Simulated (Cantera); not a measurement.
A jet of H2 : O2 : N2 = 0.015 : 0.16 : 0.79 (molar parts), equivalence ratio 0.047 at 300 K and 36000 Pa hits a platinum plate 4.7 cm away at a mass flux of 0.036 kg/m²/s; the plate temperature is set and raised in steps from an oxygen-covered start.

Computed with Cantera and Deutschmann's 1995 Pt surface mechanism with GRI-Mech 3.0 gas chemistry. Catalytic surfaces can have several steady states; this one follows from the mechanism file's or the stated starting coverage.

x: mole fraction at the wall; θ: surface coverage.

| plate T (K) | wall x H2 | wall x O2 | wall x H2O | wall x OH | θ free Pt | θ O* | θ OH* |
|---|---|---|---|---|---|---|---|
| 600 | 0.00124 | 0.151 | 0.0277 | <1e-8 | 0.0136 | 0.981 | 0.00501 |
| 650 | 0.00121 | 0.151 | 0.0276 | <1e-8 | 0.0146 | 0.982 | 0.00340 |
| 700 | (withheld) | 0.151 | 0.0277 | <1e-8 | 0.0178 | 0.980 | 0.00260 |
| 750 | (withheld) | 0.150 | 0.0282 | <1e-8 | 0.0279 | 0.970 | 0.00236 |
| 800 | (withheld) | 0.150 | 0.0286 | <1e-8 | 0.0489 | 0.949 | 0.00234 |
| 850 | (withheld) | 0.150 | 0.0287 | <1e-8 | 0.0816 | 0.916 | 0.00231 |
| 900 | (withheld) | 0.150 | 0.0288 | 2.42e-8 | 0.124 | 0.873 | 0.00223 |
| 950 | (withheld) | 0.150 | 0.0288 | 6.49e-8 | 0.174 | 0.824 | 0.00209 |

What belongs in the gaps?


- 700, wall x H2: 0.00105
- 750, wall x H2: 0.000710
- 800, wall x H2: 0.000432
- 850, wall x H2: 0.000272
- 900, wall x H2: 0.000184
- 950, wall x H2: 0.000136
